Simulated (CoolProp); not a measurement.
Properties of R410A along the isobar 0.101 MPa.

Values from CoolProp's reference Helmholtz-energy equation of state, Lemmon 2003. It is a pseudo-pure fit of the blend.

| T (K) | phase | density (kg/m³) | Prandtl number |
|---|---|---|---|
| 247.7 | gas | 3.659 | 0.851 |
| 254.4 | gas | 3.552 | 0.837 |
| 261.1 | gas | 3.452 | 0.825 |
| 267.8 | gas | 3.359 | 0.817 |
| 274.6 | gas | 3.269 | 0.810 |
| 281.3 | gas | 3.186 | 0.804 |
| 288 | gas | 3.108 | 0.800 |
| 294.7 | gas | 3.033 | 0.797 |
| 301.4 | gas | 2.963 | 0.794 |
| 308.1 | gas | 2.895 | 0.792 |
| 314.9 | gas | 2.830 | 0.791 |
| 321.6 | gas | 2.769 | 0.791 |

Viscosity comes from a separate model (Geller 2000). Thermal conductivity comes from a separate model (Geller 2001).
